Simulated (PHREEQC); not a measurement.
Dissolve 0.13 mol/kgw NaHS, 0.00061 mol/kgw NaCl and 9.9e-05 mol/kgw CdCl2 at 25 °C. Closed to the air; pH follows from the charge balance.

All values are PHREEQC results (ion-association model, wateq4f.dat), not measurements.

Each row changes one thing in this solution. No solid was allowed to form.

```json
[
 {"case": "as made", "pH": "9.62", "ionic strength (mol/kgw)": "0.131", "SI of Halite (NaCl)": "-5.80", "SI of CdOHCl (CdOHCl)": "-18.43"},
 {"case": "temperature from 25 to 85 °C", "pH": "8.65", "ionic strength (mol/kgw)": "0.131", "SI of Halite (NaCl)": "[?]", "SI of CdOHCl (CdOHCl)": "-18.49"},
 {"case": "NaCl replaced by NaHF2 at the same molality", "pH": "[?]", "ionic strength (mol/kgw)": "0.131", "SI of Halite (NaCl)": "-6.41", "SI of CdOHCl (CdOHCl)": "[?]"},
 {"case": "0.2 mol/kgw KHCO3 added", "pH": "8.20", "ionic strength (mol/kgw)": "[?]", "SI of Halite (NaCl)": "-5.90", "SI of CdOHCl (CdOHCl)": "-19.74"},
 {"case": "NaHS left out", "pH": "6.86", "ionic strength (mol/kgw)": "0.000895", "SI of Halite (NaCl)": "[?]", "SI of CdOHCl (CdOHCl)": "-3.86"}
]
```

### Question
Fill in the missing entries.

### Answer

- temperature from 25 to 85 °C, SI of Halite (NaCl): -5.95
- NaCl replaced by NaHF2 at the same molality, pH: 9.08
- NaCl replaced by NaHF2 at the same molality, SI of CdOHCl (CdOHCl): -19.57
- 0.2 mol/kgw KHCO3 added, ionic strength (mol/kgw): 0.326
- NaHS left out, SI of Halite (NaCl): -7.92

Complexes and solids missing from the database can't appear. Some of these states are supersaturated (in Greenockite, for instance). Constants without temperature data keep their 25 °C values here. The polysulfide entries of wateq4f.dat were taken out for this run.
